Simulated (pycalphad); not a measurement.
CALPHAD calculation (pycalphad, COST 507 light-alloy database (1999)), 1 atm. The data set is of 1999 and partly superseded. Amounts are mole fractions of atoms.

Question: Give the equilibrium state of Al-7.18Si-13.45Mn (at.%) at 850 K.

Answer: ALMNSI_ALPHA, fraction 0.771, with 9.3 Si, 17.4 Mn at.%; fcc, fraction 0.229, with 0.09 Si, 0.18 Mn at.%.

Question: Give the equilibrium state of Al-7.18Si-13.45Mn (at.%) at 1000 K.

Answer: ALMNSI_BETA, fraction 0.539, with 9.7 Si, 23.1 Mn at.%; liquid, fraction 0.461, with 4.2 Si, 2.2 Mn at.%.

Database names, with the compositions (at.%) that they take in these runs: ALMNSI_BETA: Al 67 Mn 23 Si 10; ALMNSI_ALPHA: Al 73 Mn 17 Si 9.
